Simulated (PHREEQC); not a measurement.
A column of 0.2 m (30 cells, dispersivity 0.016 m, 3600 s a shift, diffusion coefficient 3e-10 m²/s) holds 0.00097 eq of the database's cation exchanger X per kg of pore water, first in equilibrium with 0.00032 mol NH4Cl, 0.0077 mol LiCl and 1e-05 mol HCl per kg of water. It is flushed with 0.23 mmol/kgw PbCl2 and 0.01 mmol/kgw HCl, at 15 °C. Values are for the last cell. The system is closed to CO2. Precipitation was switched off in this run.

Base run: PHREEQC, ion-association model, phreeqc.dat. Each further column changes one thing. The table gives NH4 in solution (mol/kgw).

```csv
pore volumes,base,exchange capacity from 0.00097 to 0.00049 eq/kgw,dispersivity from 0.016 to 0.032 m
0,0.000320,0.000320,0.000320
0.95,0.000165,0.000176,0.000160
2.117,3.23e-5,…,…
3.05,0.000127,1.25e-6,…
3.983,2.46e-6,5.69e-8,6.85e-6
4.917,1.10e-7,2.72e-9,1.05e-6
6.083,2.77e-9,6.18e-11,…
7.017,1.51e-10,3.00e-12,…
```

Task: Complete the blanks.

Result: 
- 2.117, exchange capacity from 0.00097 to 0.00049 eq/kgw: 3.73e-5
- 2.117, dispersivity from 0.016 to 0.032 m: 6.23e-5
- 3.05, dispersivity from 0.016 to 0.032 m: 6.89e-5
- 6.083, dispersivity from 0.016 to 0.032 m: 1.06e-7
- 7.017, dispersivity from 0.016 to 0.032 m: 1.71e-8
